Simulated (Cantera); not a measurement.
Charge: 1 mol Si₂H₆, 1.5 mol O₂, 65 mol N₂, equilibrated at 6.38 Torr.

Equilibrium computed with Cantera from the NASA thermochemical tables; the gas is ideal and each condensed phase is pure. Candidate condensed phases: H₂O, Si, SiO₂, Si₂N₂O, Si₃N₄; 35 gas species. The feed counts by its element totals alone. Mutual solubility and eutectic melting of coexisting phases are not modelled. The tables hold silica as quartz up to 1696 K and as liquid above; real silica turns to tridymite and cristobalite and melts near 1996 K. Equilibrium is a limit: real reactors are often held back by kinetics, nucleation or transport.

Q: At 1252 °C, list the 4 most abundant gas species with their mole fractions, and the condensed phases.

A: N₂ 0.953, H₂ 0.0442, SiO 0.00252, H 5.39e-5. Condensed: SiO₂(β-quartz) + Si₂N₂O(s).
